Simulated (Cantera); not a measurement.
An adiabatic, constant-pressure homogeneous reactor starts with CH4 : CO : O2 : N2 = 1 : 0.28 : 1.78 : 6.71 (molar parts), at 1650 K and 2180 Torr. Integrator tolerance rtol = 1e-08.

Detailed kinetics in Cantera: GRI-Mech 3.0 (53 species, 325 reactions).

What does this change do: CO 0.28 to 0.83 parts?


```json
[
 {"quantity": "time of steepest temperature rise", "before": "0.145 ms", "after": "0.155 ms"},
 {"quantity": "temperature at 0.200 s", "before": "2893 K", "after": "2893 K"},
 {"quantity": "equilibrium temperature", "before": "2893 K", "after": "2893 K"},
 {"quantity": "x(CH4) at 0.200 s", "before": "<1e-12 (gas-phase equilibrium <1e-12)", "after": "<1e-12 (gas-phase equilibrium <1e-12)"},
 {"quantity": "x(CO) at 0.200 s", "before": "0.0726 (gas-phase equilibrium 0.0726)", "after": "0.107 (gas-phase equilibrium 0.107)"},
 {"quantity": "x(O2) at 0.200 s", "before": "0.00860 (gas-phase equilibrium 0.00860)", "after": "0.00577 (gas-phase equilibrium 0.00577)"},
 {"quantity": "x(CH2CO) at 0.200 s", "before": "<1e-12 (gas-phase equilibrium <1e-12)", "after": "<1e-12 (gas-phase equilibrium <1e-12)"},
 {"quantity": "x(CH3) at 0.200 s", "before": "<1e-12 (gas-phase equilibrium <1e-12)", "after": "1.04e-12 (gas-phase equilibrium 1.28e-12)"}
]
```
